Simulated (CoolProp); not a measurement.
Vapour-liquid equilibrium of nitrogen (1) + carbon monoxide (2) at 7.7 bar; x and y are mole fractions of (1).

Model: multi-fluid Helmholtz-energy mixture model, Span 2000 and Lemmon 2006; pair parameters Gernert 2013, in CoolProp.

```json
[
 {"x": "0.05", "bubble temperature (°C)": "-168.6", "y at the bubble point": "…", "dew temperature at overall composition x (°C)": "-168.5", "liquid density (mol/L)": "24.24"},
 {"x": "0.125", "bubble temperature (°C)": "-169.1", "y at the bubble point": "0.163", "dew temperature at overall composition x (°C)": "-168.9", "liquid density (mol/L)": "24.27"},
 {"x": "0.2", "bubble temperature (°C)": "-169.5", "y at the bubble point": "0.253", "dew temperature at overall composition x (°C)": "-169.2", "liquid density (mol/L)": "24.31"},
 {"x": "0.275", "bubble temperature (°C)": "-170.0", "y at the bubble point": "0.339", "dew temperature at overall composition x (°C)": "-169.6", "liquid density (mol/L)": "24.34"},
 {"x": "0.35", "bubble temperature (°C)": "-170.4", "y at the bubble point": "0.421", "dew temperature at overall composition x (°C)": "-170.0", "liquid density (mol/L)": "24.38"},
 {"x": "0.425", "bubble temperature (°C)": "-170.8", "y at the bubble point": "0.498", "dew temperature at overall composition x (°C)": "-170.4", "liquid density (mol/L)": "24.41"},
 {"x": "0.5", "bubble temperature (°C)": "-171.2", "y at the bubble point": "…", "dew temperature at overall composition x (°C)": "-170.8", "liquid density (mol/L)": "24.43"},
 {"x": "0.575", "bubble temperature (°C)": "…", "y at the bubble point": "0.641", "dew temperature at overall composition x (°C)": "-171.2", "liquid density (mol/L)": "24.46"},
 {"x": "0.65", "bubble temperature (°C)": "…", "y at the bubble point": "0.708", "dew temperature at overall composition x (°C)": "…", "liquid density (mol/L)": "24.49"},
 {"x": "0.725", "bubble temperature (°C)": "-172.3", "y at the bubble point": "0.773", "dew temperature at overall composition x (°C)": "-172.0", "liquid density (mol/L)": "24.52"},
 {"x": "0.8", "bubble temperature (°C)": "-172.6", "y at the bubble point": "0.836", "dew temperature at overall composition x (°C)": "…", "liquid density (mol/L)": "…"},
 {"x": "0.875", "bubble temperature (°C)": "-172.9", "y at the bubble point": "0.898", "dew temperature at overall composition x (°C)": "-172.8", "liquid density (mol/L)": "24.58"},
 {"x": "0.95", "bubble temperature (°C)": "-173.1", "y at the bubble point": "0.959", "dew temperature at overall composition x (°C)": "-173.1", "liquid density (mol/L)": "24.62"}
]
```

Some entries are withheld; supply them.


- 0.05, y at the bubble point: 0.067
- 0.5, y at the bubble point: 0.571
- 0.575, bubble temperature (°C): -171.6
- 0.65, bubble temperature (°C): -171.9
- 0.65, dew temperature at overall composition x (°C): -171.6
- 0.8, dew temperature at overall composition x (°C): -172.4
- 0.8, liquid density (mol/L): 24.55

No azeotrope shows between x = 0.05 and 0.95.

The pair parameters rest on a limited set of measurements; away from them the model extrapolates.
